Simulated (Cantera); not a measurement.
A Cantera script and what it prints.

```python
import numpy as np
import cantera as ct

gas_names = [...]  # 110 gases of nasa_gas.yaml made of C, H, O
cond_names = """
    C(gr) C6H6(L) C7H8(L) C8H18(L),n-octa H2O(s) H2O(L)
""".split()


# ... load() reads the species with a 1 bar reference pressure and builds the phases ...
atoms = {
    'acetone': {'C': 3, 'H': 6, 'O': 1},
    'CO2': {'C': 1, 'O': 2},
    'H2': {'H': 2},
}
top_T = {'C(gr)': 4500}  # K; cautious upper limits of use, not melting points


# ... equilibrate(T, P, feed) seeds the gas with the atoms and calls Mixture.equilibrate('TP', solver="vcs", rtol=1e-11, max_steps=5000) ...
results = []
feed = {'acetone': 1, 'CO2': 0.49, 'H2': 0.88}  # mol
P = 1000  # Pa
for T in [648, 698, 748, 798, 848, 898, 948, 998, 1048, 1098]:
    mix = equilibrate(T, P, feed)
    results.append((T, P, feed, dict(zip(mix.species_names, mix.species_moles))))

top = {s: max(r[3][s] / sum(r[3][g] for g in gas_names) for r in results) for s in gas_names}
cols = sorted((s for s in top if top[s] > 0.0001), key=lambda s: -top[s])[:8]
seen = [c for c in cond_names if any(r[3].get(c, 0) > 1e-12 for r in results)]
print("log10 of partial pressures in bar; condensed amounts in mol")
print(f"{'T/K':>10s}" + "".join(f"{s[:9]:>10s}" for s in cols + seen))
for T, P, feed, n in results:
    ng = sum(n[g] for g in gas_names)
    print(f"{T:10.4g}" + "".join(f"{np.log10(max(n[s] / ng * P / 1e5, 1e-99)):10.3f}" for s in cols)
          + "".join(f"{n.get(c, 0):10.4g}" for c in seen))
```

It prints:

```
log10 of partial pressures in bar; condensed amounts in mol
       T/K        H2        CO       H2O       CO2       CH4     C(gr)
       648    -2.262    -3.793    -2.616    -2.944    -3.089     2.629
       698    -2.193    -3.284    -2.817    -2.926    -3.439     2.562
       748    -2.169    -2.896    -3.081    -3.014    -3.817     2.317
       798    -2.170    -2.646    -3.425    -3.270    -4.197     1.964
       848    -2.176    -2.529    -3.837    -3.699    -4.546     1.689
       898    -2.179    -2.489    -4.265    -4.209    -4.852     1.569
       948    -2.179    -2.477    -4.670    -4.710    -5.124     1.529
       998    -2.179    -2.473    -5.042    -5.175    -5.369     1.517
      1048    -2.179    -2.472    -5.380    -5.598    -5.592     1.512
      1098    -2.179    -2.472    -5.687    -5.983    -5.796     1.511
```

Method: chemical equilibrium by Gibbs-energy minimisation in Cantera with the NASA 1993 tables (ideal gas, pure condensed phases). The feed counts by its element totals alone.
